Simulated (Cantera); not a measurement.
Feed: 1 mol SiH4, a varied amount of C2H2, 52 mol H2, 0.018 mol C2H4, held at 2323.15 K and 13.3 mbar.

These are equilibrium values from Cantera (NASA tables, ideal gas, pure condensed phases), not measurements of a reactor. Candidate condensed phases: C, C6H6, C7H8, C8H18, Si, SiC; 87 gas species. Gases not in the tables: Si2H6 and higher silanes. The numbers say what is thermodynamically allowed, not how fast it happens.

### Question
Which condensed phases are stable at each of these points (n(C2H2) (mol)): 0.11, 0.18, 0.25, 0.32, 0.39, 0.46, 0.53, 0.6, 0.67, 0.74, 0.82, 0.89?

### Answer
| n(C2H2) (mol) | condensed phases | Si condensed (%) |
|---|---|---|
| 0.11 | gas only | 0.0 |
| 0.18 | gas only | 0.0 |
| 0.25 | gas only | 0.0 |
| 0.32 | gas only | 0.0 |
| 0.39 | C(graphite) | 0.0 |
| 0.46 | C(graphite) | 0.0 |
| 0.53 | C(graphite) | 0.0 |
| 0.6 | C(graphite) | 0.0 |
| 0.67 | C(graphite) | 0.0 |
| 0.74 | C(graphite) | 0.0 |
| 0.82 | C(graphite) | 0.0 |
| 0.89 | C(graphite) | 0.0 |

From 0.11 mol C2H2 to 0.32 mol C2H2 nothing is condensed. From 0.39 mol C2H2 to 0.89 mol C2H2 the condensed part is C(graphite).
